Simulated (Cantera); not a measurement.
Mixture: C₃H₈ : O₂ : N₂ = 1 : 5 : 18.8 (molar parts), equivalence ratio 1.0, at 1.00 bar, adiabatic and at constant volume. Ignition delay is the time to a rise of 400 K.

Computed with Cantera and GRI-Mech 3.0 (53 species, 325 reactions). GRI-Mech 3.0 was tuned for natural gas; its chemistry of propane as a main component is partial and can be far from experiment.

Task: Predict: delay at 1225 K; delay at 1375 K; delay at 1525 K; delay at 1675 K; apparent activation energy between 1600 and 1750 K.

Result: 
| Quantity | Result |
|---|---|
| delay at 1225 K | 3.53 ms |
| delay at 1375 K | 0.293 ms |
| delay at 1525 K | 55.8 µs |
| delay at 1675 K | 19.3 µs |
| apparent activation energy between 1600 and 1750 K | 130 kJ/mol |
